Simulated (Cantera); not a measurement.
## Abatement and gas-phase synthesis: SO2 + H2

Feed: 1 mol SO2, 6.4 mol H2, at 0.810 bar.

Cantera equilibrium calculation (NASA polynomials, part measured and part estimated; ideal gas, pure solids and liquids). Candidate condensed phases: H2O, H2SO4, S; 19 gas species. Rates play no part.

```csv
T (K),x H2,x H,x H2O,x S,x SO,x OH,x S2,x SH,x H2S,x O
2450,0.614,0.0175,0.259,0.00733,0.0134,0.00144,0.0348,0.0236,0.0224,2.72e-5
2550,0.612,0.0271,0.248,0.0105,0.0177,0.00241,0.0311,0.0256,0.0177,6.96e-5
2650,0.607,0.0406,0.236,0.0144,0.0222,0.00385,0.0267,0.0269,0.0139,0.000165
2750,0.597,0.0587,0.224,0.0188,0.0267,0.00591,0.0222,0.0274,0.0107,0.000368
2850,0.582,0.0824,0.210,0.0236,0.0309,0.00874,0.0177,0.0271,0.00813,0.000773
2950,0.561,0.112,0.195,0.0283,0.0343,0.0125,0.0136,0.0259,0.00604,0.00154
3050,0.534,0.149,0.179,0.0327,0.0369,0.0172,0.0101,0.0240,0.00440,0.00293
3150,0.502,0.193,0.161,0.0366,0.0383,0.0230,0.00734,0.0217,0.00314,0.00531
3250,0.464,0.243,0.141,0.0399,0.0385,0.0294,0.00523,0.0191,0.00220,0.00918
3350,0.421,0.298,0.120,0.0428,0.0375,0.0359,0.00370,0.0166,0.00152,0.0151
```
x: gas mole fraction; nothing condenses.

From 2450 K to 3350 K nothing is condensed.
